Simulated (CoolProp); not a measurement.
Aqueous sodium chloride as a coolant, 20 % by mass, freezing at -16.5 °C, 1 atm.

Computed with CoolProp (Melinder's fits for secondary coolants).

```csv
T (°C),Prandtl number,density (kg/m³),conductivity (W/(m K)),cp (kJ/(kg K))
-9.1,…,1160,0.534,…
-1.1,17.3,1157,…,3.381
6.8,13.3,1154,0.558,3.394
14.7,10.4,1150,0.570,3.405
22.7,…,1146,0.582,…
30.6,…,1143,…,3.419
```

**Question.** What belongs in the gaps?

**Answer.** 
- -9.1, Prandtl number: 23.4
- -9.1, cp (kJ/(kg K)): 3.366
- -1.1, conductivity (W/(m K)): 0.546
- 22.7, Prandtl number: 8.44
- 22.7, cp (kJ/(kg K)): 3.413
- 30.6, Prandtl number: 7.04
- 30.6, conductivity (W/(m K)): 0.595
